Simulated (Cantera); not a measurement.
A Cantera script and what it prints.

```python
import numpy as np
import cantera as ct

gas_names = [...]  # 135 gases of nasa_gas.yaml made of C, Cl, F, H
cond_names = """
    C(gr) C6H6(L) C7H8(L) C8H18(L),n-octa
""".split()


# ... load() reads the species with a 1 bar reference pressure and builds the phases ...
atoms = {
    'CH3F': {'C': 1, 'H': 3, 'F': 1},
    'HCl': {'H': 1, 'CL': 1},
    'H2': {'H': 2},
}
top_T = {'C(gr)': 4500}  # K; cautious upper limits of use, not melting points


# ... equilibrate(T, P, feed) seeds the gas with the atoms and calls Mixture.equilibrate('TP', solver="vcs", rtol=1e-11, max_steps=5000) ...
results = []
feed = {'CH3F': 1, 'HCl': 1.5, 'H2': 0.7}  # mol
P = 1333.22  # Pa
for T in [2000, 2500, 3000, 3500, 4000, 4500, 5000]:
    mix = equilibrate(T, P, feed)
    results.append((T, P, feed, dict(zip(mix.species_names, mix.species_moles))))

top = {s: max(r[3][s] / sum(r[3][g] for g in gas_names) for r in results) for s in gas_names}
cols = sorted((s for s in top if top[s] > 1e-05), key=lambda s: -top[s])[:9]
seen = [c for c in cond_names if any(r[3].get(c, 0) > 1e-12 for r in results)]
print("log10 of partial pressures in bar; condensed amounts in mol")
print(f"{'T/K':>10s}" + "".join(f"{s[:9]:>10s}" for s in cols + seen))
for T, P, feed, n in results:
    ng = sum(n[g] for g in gas_names)
    print(f"{T:10.4g}" + "".join(f"{np.log10(max(n[s] / ng * P / 1e5, 1e-99)):10.3f}" for s in cols)
          + "".join(f"{n.get(c, 0):10.4g}" for c in seen))
```

Output:

```
log10 of partial pressures in bar; condensed amounts in mol
       T/K         H        H2       HCL        HF        CL         C         F        C3        C2     C(gr)
      2000    -3.925    -2.273    -2.333    -2.502    -4.113   -10.517    -7.540   -10.557   -11.630    0.9974
      2500    -2.776    -2.353    -2.469    -2.543    -3.043    -6.779    -5.646    -6.304    -7.339    0.9643
      3000    -2.214    -2.825    -3.087    -2.697    -2.642    -4.295    -4.294    -3.506    -4.499    0.3128
      3500    -2.091    -3.725    -4.083    -2.996    -2.628    -3.229    -3.233    -3.638    -3.888         0
      4000    -2.080    -4.566    -4.964    -3.768    -2.665    -2.881    -2.898    -5.099    -4.335         0
      4500    -2.078    -5.234    -5.635    -4.595    -2.671    -2.852    -2.855    -6.962    -5.168         0
      5000    -2.078    -5.772    -6.171    -5.288    -2.672    -2.850    -2.850    -8.514    -5.875         0
```

These are equilibrium values from Cantera (NASA tables, ideal gas, pure condensed phases), not measurements of a reactor. The tables' values for CCl are old estimates; treat these amounts as uncertain.
